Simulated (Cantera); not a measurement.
A freely propagating, adiabatic, planar premixed flame of CH4 : CO : O2 : N2 = 1 : 0.74 : 1.98 : 7.43 (molar parts), equivalence ratio 1.2, unburnt at 650 K and 2180 Torr; mixture-averaged transport, grid criteria slope 0.08 and curve 0.16, no radiation.

Computed with Cantera and GRI-Mech 3.0 (53 species, 325 reactions). Burning velocities carry a grid error of a few per cent, more on coarse grids.

### Question
What does this change do: N2 7.43 to 9.4 parts?

### Answer
```tsv
quantity	before	after
laminar burning velocity	130 cm/s	87.6 cm/s
thermal thickness	0.122 mm	0.159 mm
peak x(CH2O)	0.00124	0.000991
peak x(O)	0.00302	0.00174
```

### Question
What does this change do: 0.71 parts CO2 added?

### Answer
```csv
quantity,before,after
laminar burning velocity,130 cm/s,88.2 cm/s
thermal thickness,0.122 mm,0.157 mm
peak x(CH2O),0.00124,0.00114
peak x(O),0.00302,0.00213
```
